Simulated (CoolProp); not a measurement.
Aqueous ethanol as a coolant, at 24 °C, 1 atm.

Computed with CoolProp (Melinder's fits for secondary coolants).

| mass % | freezing point (°C) | density (kg/m³) | Prandtl number | conductivity (W/(m K)) | cp (kJ/(kg K)) |
|---|---|---|---|---|---|
| 4.8 | -1.9 | 988.4 | ___ | 0.570 | 4.225 |
| 9.8 | -4.3 | 981.0 | 10.8 | 0.535 | 4.286 |
| 14.8 | ___ | 974.2 | 13.9 | 0.502 | 4.322 |
| 19.8 | -11.0 | 967.4 | 17.2 | 0.471 | 4.323 |
| 24.8 | -15.3 | 960.1 | ___ | 0.442 | 4.290 |
| 29.8 | -19.9 | 951.9 | 23.3 | 0.414 | 4.228 |
| 34.9 | -24.8 | 942.6 | 25.7 | 0.388 | 4.145 |
| 39.9 | -29.4 | ___ | 27.6 | 0.363 | 4.053 |
| 44.9 | ___ | 921.8 | 29.0 | 0.340 | 3.957 |
| 49.9 | -37.5 | 910.6 | 30.0 | 0.319 | 3.856 |
| 54.9 | -41.1 | 899.2 | 30.5 | ___ | 3.741 |
| 59.9 | -44.8 | ___ | 30.3 | 0.279 | 3.589 |

### Question
Fill in the missing entries.

### Answer

- 4.8, Prandtl number: 8.21
- 14.8, freezing point (°C): -7.3
- 24.8, Prandtl number: 20.4
- 39.9, density (kg/m³): 932.6
- 44.9, freezing point (°C): -33.7
- 54.9, conductivity (W/(m K)): 0.298
- 59.9, density (kg/m³): 888.0
